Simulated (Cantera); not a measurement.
Charge: 1 mol SiH2Cl2, 18 mol H2O, 130 mol N2, equilibrated at 0.00170 bar.

Cantera equilibrium calculation (NASA polynomials, part measured and part estimated; ideal gas, pure solids and liquids). Candidate condensed phases: H2O, NH4Cl, Si, SiO2, Si2N2O, Si3N4; 47 gas species. Equilibrium is a limit: real reactors are often held back by kinetics, nucleation or transport. All values below are at 675 °C.

Base state: N2 0.867, H2O 0.107, HCl 0.0133, H2 0.0133 (mole fractions); condensed: SiO2(β-quartz).

Problem. What changes in the equilibrium state with this change: H2O from 18 to 0.1 mol?

Solution. 
```json
[
 {"species": "N2", "before": "0.867", "after": "0.985"},
 {"species": "HCl", "before": "0.0133", "after": "0.0133"},
 {"species": "H2", "before": "0.0133", "after": "0.00172"},
 {"species": "H2O", "before": "0.107", "after": "<1e-9"},
 {"species": "SiCl4", "before": "<1e-9", "after": "0.000478"},
 {"species": "SiO2(β-quartz), mol", "before": "1.00", "after": "0"},
 {"species": "Si2N2O(s), mol", "before": "0", "after": "0.100"},
 {"species": "Si3N4(s), mol", "before": "0", "after": "0.246"}
]
```
N2 is the only nitrogen source here; it is nearly inert below about 1500 K, so the nitride shown seldom forms there in practice.
